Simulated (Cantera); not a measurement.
An adiabatic, constant-volume homogeneous reactor starts with 15.2 % CO, 2.89 % H2, 11.1 % CH4, 14.9 % O2, 55.9 % N2, equivalence ratio 2.1, at 1125 K and 10.0 bar.

Detailed kinetics in Cantera: GRI-Mech 3.0 (53 species, 325 reactions).

x: mole fraction; the columns are a selection and need not sum to one.

| t (s) | T (K) | P (bar) | x CO | x H2 | x CH4 | x C2H6 | x C2H | x O2 | x H2O |
|---|---|---|---|---|---|---|---|---|---|
| 1.00e-6 | 1125 | 10.0 | 0.152 | 0.0289 | 0.111 | <1e-12 | <1e-12 | 0.149 | 2.87e-9 |
| 2.89e-6 | 1125 | 10.0 | 0.152 | 0.0289 | 0.111 | <1e-12 | <1e-12 | 0.149 | 1.02e-8 |
| 8.38e-6 | 1125 | 10.0 | 0.152 | 0.0289 | 0.111 | 1.29e-11 | <1e-12 | 0.149 | 3.99e-8 |
| 2.42e-5 | 1125 | 10.0 | 0.152 | 0.0289 | 0.111 | 3.61e-10 | <1e-12 | 0.149 | 2.10e-7 |
| 7.02e-5 | 1125 | 10.0 | 0.152 | 0.0289 | 0.111 | 1.52e-8 | <1e-12 | 0.149 | 1.79e-6 |
| 0.000203 | 1125 | 10.0 | 0.152 | 0.0289 | 0.111 | 2.13e-6 | <1e-12 | 0.149 | 3.57e-5 |
| 0.000588 | 1134 | 10.1 | 0.152 | 0.0286 | 0.111 | [?] | <1e-12 | 0.148 | [?] |
| 0.00170 | 1205 | 10.7 | 0.151 | 0.0274 | 0.106 | [?] | <1e-12 | 0.143 | [?] |
| 0.00492 | 2672 | 25.5 | 0.204 | 0.0994 | 1.68e-9 | <1e-12 | <1e-12 | 1.17e-5 | 0.132 |
| 0.0143 | 2672 | 25.5 | 0.204 | 0.0994 | 1.68e-9 | <1e-12 | <1e-12 | 1.17e-5 | 0.132 |
| 0.0412 | 2672 | 25.5 | 0.204 | 0.0994 | 1.68e-9 | <1e-12 | <1e-12 | 1.17e-5 | 0.132 |
| 0.119 | 2672 | 25.5 | 0.204 | 0.0994 | 1.68e-9 | <1e-12 | <1e-12 | 1.17e-5 | 0.132 |
| 0.346 | 2672 | 25.5 | 0.204 | 0.0994 | 1.68e-9 | <1e-12 | <1e-12 | 1.17e-5 | 0.132 |
| 1.00 | 2672 | 25.5 | 0.204 | 0.0994 | 1.68e-9 | <1e-12 | <1e-12 | 1.17e-5 | 0.132 |

**Question.** Complete the blanks.

**Answer.** 
- 0.000588, x C2H6: 9.39e-5
- 0.000588, x H2O: 0.000681
- 0.00170, x C2H6: 0.000830
- 0.00170, x H2O: 0.00667
